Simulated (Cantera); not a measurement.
Feed: 1 mol SiCl4, 31 mol NH3, 32 mol H2, 0.039 mol Cl2, held at 43.0 Pa.

Method: chemical equilibrium by Gibbs-energy minimisation in Cantera with the NASA 1993 tables (ideal gas, pure condensed phases). Candidate condensed phases: NH4Cl, Si, Si3N4; 28 gas species. Gases not in the tables: Si2H6 and higher silanes. Kinetics and transport are ignored.

Q: What share of the Si ends up in condensed phases as a function of T (K), at 1048, 1148, 1248, 1348, 1448, 1548, 1648, 1748, 1848?

A: 
```json
[
 {"T (K)": "1048", "Si condensed (%)": "100.0", "as": "Si3N4(s)"},
 {"T (K)": "1148", "Si condensed (%)": "99.9", "as": "Si3N4(s)"},
 {"T (K)": "1248", "Si condensed (%)": "99.2", "as": "Si3N4(s)"},
 {"T (K)": "1348", "Si condensed (%)": "95.0", "as": "Si3N4(s)"},
 {"T (K)": "1448", "Si condensed (%)": "78.9", "as": "Si3N4(s)"},
 {"T (K)": "1548", "Si condensed (%)": "54.8", "as": "Si(s)"},
 {"T (K)": "1648", "Si condensed (%)": "47.0", "as": "Si(s)"},
 {"T (K)": "1748", "Si condensed (%)": "18.9", "as": "Si(l)"},
 {"T (K)": "1848", "Si condensed (%)": "0.0", "as": "-"}
]
```
